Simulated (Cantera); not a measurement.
A closed system holds: 1 mol C2F6, equilibrated at 31.0 mbar.

Equilibrium computed with Cantera from the NASA thermochemical tables; the gas is ideal and each condensed phase is pure. Candidate condensed phases: C; 13 gas species. The feed counts by its element totals alone. The tables' values for C2F4 are old estimates; treat these amounts as uncertain. Condensed phases not in the tables: fluorocarbon polymer. Gases not in the tables: C2F6 and larger saturated fluorocarbons. The numbers say what is thermodynamically allowed, not how fast it happens.

log p: log10 of the partial pressure in bar; n: condensed amount in mol.

```json
[
 {"T (K)": "898", "log p CF4": "-1.51", "log p CF2": "-11.70", "log p F": "-13.46", "log p CF3": "-10.96", "log p CF": "<-13", "n C(graphite)": "0.500"},
 {"T (K)": "1098", "log p CF4": "-1.51", "log p CF2": "-8.70", "log p F": "-10.11", "log p CF3": "-8.54", "log p CF": "<-13", "n C(graphite)": "0.500"},
 {"T (K)": "1298", "log p CF4": "-1.51", "log p CF2": "…", "log p F": "…", "log p CF3": "…", "log p CF": "…", "n C(graphite)": "0.500"},
 {"T (K)": "1498", "log p CF4": "-1.51", "log p CF2": "-5.14", "log p F": "-6.10", "log p CF3": "-5.65", "log p CF": "-9.89", "n C(graphite)": "0.500"},
 {"T (K)": "1698", "log p CF4": "-1.51", "log p CF2": "-3.99", "log p F": "-4.80", "log p CF3": "-4.72", "log p CF": "-7.90", "n C(graphite)": "0.497"},
 {"T (K)": "1898", "log p CF4": "-1.52", "log p CF2": "-3.10", "log p F": "-3.77", "log p CF3": "-4.00", "log p CF": "-6.34", "n C(graphite)": "0.481"},
 {"T (K)": "2098", "log p CF4": "-1.59", "log p CF2": "-2.41", "log p F": "-2.96", "log p CF3": "-3.46", "log p CF": "-5.09", "n C(graphite)": "0.407"},
 {"T (K)": "2298", "log p CF4": "…", "log p CF2": "…", "log p F": "…", "log p CF3": "…", "log p CF": "…", "n C(graphite)": "…"},
 {"T (K)": "2498", "log p CF4": "-2.52", "log p CF2": "-1.83", "log p F": "-1.91", "log p CF3": "-3.29", "log p CF": "-3.48", "n C(graphite)": "0"}
]
```

**Question.** Fill in the missing entries.

**Answer.** 
- 1298, log p CF2: -6.64
- 1298, log p F: -7.80
- 1298, log p CF3: -6.87
- 1298, log p CF: -12.50
- 2298, log p CF4: -1.84
- 2298, log p CF2: -1.95
- 2298, log p F: -2.33
- 2298, log p CF3: -3.16
- 2298, log p CF: -4.12
- 2298, n C(graphite): 0.172
